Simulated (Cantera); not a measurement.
# Ignition delay

Mixture: CO : H2 : O2 : N2 : H2O = 1 : 0.91 : 0.682 : 2.56 : 0.11 (molar parts), equivalence ratio 1.4, at 1000000 Pa, adiabatic and at constant pressure. Ignition delay is the time to a rise of 400 K.

Detailed kinetics in Cantera: GRI-Mech 3.0 (53 species, 325 reactions). The hydrogen kinetics of GRI-Mech 3.0 are dated; newer H2 mechanisms differ, most at raised pressure.

```json
[
 {"T0 (K)": "998", "delay (ms)": "4.14"},
 {"T0 (K)": "1073", "delay (ms)": "0.741"},
 {"T0 (K)": "1148", "delay (ms)": "0.137"},
 {"T0 (K)": "1223", "delay (ms)": "0.0247"},
 {"T0 (K)": "1298", "delay (ms)": "0.00726"},
 {"T0 (K)": "1373", "delay (ms)": "0.00373"},
 {"T0 (K)": "1448", "delay (ms)": "0.00245"}
]
```

```json
{
 "apparent activation energy between 1298 and 1448 K": "110 kJ/mol"
}
```
